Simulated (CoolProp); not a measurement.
Vapour-liquid equilibrium of CH2F2 (R32) (1) + R227EA (2) at 258.6 K; x and y are mole fractions of (1).

Model: multi-fluid Helmholtz-energy mixture model, Tillner-Roth 1997 and Lemmon 2016; pair parameters Bell 2016, in CoolProp.

| x | bubble pressure, mixture model (bar) | bubble pressure, Raoult's law (bar) | y, mixture model | y, Raoult's law |
|---|---|---|---|---|
| 0.05 | (withheld) | 1.287 | 0.209 | 0.193 |
| 0.2 | 2.060 | 1.867 | (withheld) | 0.531 |
| 0.35 | 2.744 | 2.447 | 0.715 | 0.709 |
| 0.5 | 3.338 | 3.027 | 0.807 | 0.819 |
| 0.65 | (withheld) | 3.607 | 0.871 | 0.894 |
| 0.8 | 4.327 | 4.187 | 0.925 | 0.948 |
| 0.95 | 4.798 | 4.767 | 0.980 | 0.989 |

Problem. Some entries are withheld; supply them.

Solution. 
- 0.05, bubble pressure, mixture model (bar): 1.330
- 0.2, y, mixture model: 0.554
- 0.65, bubble pressure, mixture model (bar): 3.853

The largest gap from Raoult's law is +12.1 % in bubble pressure, at x = 0.35. No azeotrope shows between x = 0.05 and 0.95.

The pair parameters rest on a limited set of measurements; away from them the model extrapolates.
